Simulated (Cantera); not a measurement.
Gas mixture: 45.1 % N2, 16.6 % H2, 38.3 % CO, at 0.000296 atm, frozen composition.

Cantera's kinetic-theory transport with the Lennard-Jones parameters of GRI-Mech 3.0, ideal gas; thermal conductivity in the mixture-averaged form.

One state of this run: ρ (kg/m³) = 4.75e-5; cp (J/kg/K) = 1492; μ (µPa s) = 59.9; λ (mW/m/K) = 166; Pr = 0.540; D (cm²/s) H = 93000; D (cm²/s) H2 = 52100; D (cm²/s) C2H2 = 13900. D: mixture-averaged diffusion coefficient of that species in the mixture.

Q: Which value of T (K) does it belong to?
(A) 1000
(B) 1800
(C) 400
(D) 1400

A: B, 1800
